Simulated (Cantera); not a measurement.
Feed: 1 mol CuO, 0.97 mol CH₄, 16 mol N₂, held at 2450 K and 0.0100 bar.

These are equilibrium values from Cantera (NASA tables, ideal gas, pure condensed phases), not measurements of a reactor. Candidate condensed phases: C, C₆H₆, C₇H₈, C₈H₁₈, Cu, CuO, Cu(OH)₂, Cu₂O, H₂O; 139 gas species. The numbers say what is thermodynamically allowed, not how fast it happens.

Base state: N₂ 0.782, H₂ 0.0676, H 0.0522, Cu 0.0489, CO 0.0473, H₂O 0.00107, OH 0.000161, CO₂ 0.000123 (mole fractions); condensed: gas only.

Problem. What changes in the equilibrium state with this change: CH₄ from 0.97 to 2.4 mol?

Solution. 
```json
[
 {"species": "N₂", "before": "0.782", "after": "0.663"},
 {"species": "H₂", "before": "0.0676", "after": "0.151"},
 {"species": "H", "before": "0.0522", "after": "0.0780"},
 {"species": "HCN", "before": "1.19e-8", "after": "0.0197"},
 {"species": "Cu", "before": "0.0489", "after": "0.0421"},
 {"species": "CO", "before": "0.0473", "after": "0.0421"},
 {"species": "HNC", "before": "1.31e-9", "after": "0.00218"},
 {"species": "C₂H₂ (acetylene)", "before": "<1e-9", "after": "0.00132"},
 {"species": "H₂O", "before": "0.00107", "after": "1.75e-9"},
 {"species": "CN", "before": "<1e-9", "after": "0.000549"},
 {"species": "OH", "before": "0.000161", "after": "<1e-9"},
 {"species": "C(graphite), mol", "before": "0", "after": "0.799"}
]
```

Problem. What changes in the equilibrium state with this change: CH₄ from 0.97 to 0.99 mol?

Solution. 
```tsv
species	before	after
N₂	0.782	0.780
H₂	0.0676	0.0696
H	0.0522	0.0530
CO	0.0473	0.0482
Cu	0.0489	0.0487
NO	3.35e-5	1.08e-5
O	8.25e-5	2.68e-5
OH	0.000161	5.30e-5
```
